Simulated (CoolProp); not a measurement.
Aqueous potassium acetate as a coolant, 6 % by mass, freezing at -2.5 °C, 1 atm.

The numbers come from the Melinder's fits for secondary coolants in CoolProp.

```
T (°C)  conductivity (W/(m K))  cp (kJ/(kg K))  Prandtl number  viscosity (mPa s)
------  ----------------------  --------------  --------------  -----------------
1.4                      0.548           3.951            14.1               1.96
9.1                      0.561           3.951            10.9               1.54
16.8                     0.573           3.954            8.64               1.25
24.4                     0.585           3.958            7.07               1.04
32.1                     0.597           3.963            5.88              0.885
39.8                     0.608           3.966            4.95              0.758
```
